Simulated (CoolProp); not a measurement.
Oxygen along the isotherm -141.95 °C: Z from the reference equation and from simpler models built on Tc = -118.6 °C, pc = 5046 kPa, ω = 0.022; each cubic takes its own stable root.

Model: reference Helmholtz-energy equation of state, Schmidt 1985, in CoolProp.

```
p (kPa)   phase  reference  van der Waals  Peng-Robinson
-------  ------  ---------  -------------  -------------
7.98        gas     0.9992         0.9993         0.9991
12          gas     0.9987         0.9990         0.9986
18.2        gas     0.9981         0.9984         0.9979
27.4        gas     0.9971         0.9976         0.9968
41.3        gas     0.9956         0.9964         0.9952
62.3        gas     0.9933         0.9946         0.9927
94.1        gas     0.9899         0.9918         0.9890
142         gas     0.9847         0.9875         0.9834
214         gas     0.9768         0.9811         0.9748
323         gas     0.9646         0.9712         0.9617
487         gas        ___         0.9560         0.9414
735         gas     0.9158         0.9320         0.9097
1110        gas     0.8669         0.8934            ___
1670        gas     0.7810         0.8285         0.7716
2520     liquid    0.08222         0.6992            ___
```

### Question
Complete the blanks.

### Answer

- 487, reference: 0.9457
- 1110, Peng-Robinson: 0.8584
- 2520, Peng-Robinson: 0.07698

At some of these states van der Waals gives the other phase, because its saturation line lies elsewhere.
